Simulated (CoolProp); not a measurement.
A simple Rankine cycle with water: condensing at 331.15 K, boiler at 0.111 MPa, turbine inlet 525.8 K, turbine efficiency 0.7, pump efficiency 0.7, no recuperator. Each further row changes one setting.

The numbers come from the reference Helmholtz-energy equation of state, Wagner 2002 in CoolProp.

```json
[
 {"case": "as stated", "thermal efficiency (%)": "9.1", "net work (kJ/kg)": "249", "heat in (kJ/kg)": "2740", "turbine exit temperature (K)": "396.2", "volume ratio over the turbine": "4.61"},
 {"case": "turbine inlet 545.8 K", "thermal efficiency (%)": "?", "net work (kJ/kg)": "258", "heat in (kJ/kg)": "2780", "turbine exit temperature (K)": "411.9", "volume ratio over the turbine": "4.62"},
 {"case": "condensing temperature 323.15 K", "thermal efficiency (%)": "?", "net work (kJ/kg)": "289", "heat in (kJ/kg)": "2770", "turbine exit temperature (K)": "374.6", "volume ratio over the turbine": "6.41"},
 {"case": "boiler pressure 0.0777 MPa", "thermal efficiency (%)": "7.6", "net work (kJ/kg)": "208", "heat in (kJ/kg)": "2740", "turbine exit temperature (K)": "417.9", "volume ratio over the turbine": "3.40"},
 {"case": "turbine efficiency 0.6", "thermal efficiency (%)": "7.8", "net work (kJ/kg)": "?", "heat in (kJ/kg)": "2740", "turbine exit temperature (K)": "414.7", "volume ratio over the turbine": "4.83"}
]
```

Q: Some entries are withheld; supply them.

A: 
- turbine inlet 545.8 K, thermal efficiency (%): 9.3
- condensing temperature 323.15 K, thermal efficiency (%): 10.4
- turbine efficiency 0.6, net work (kJ/kg): 213
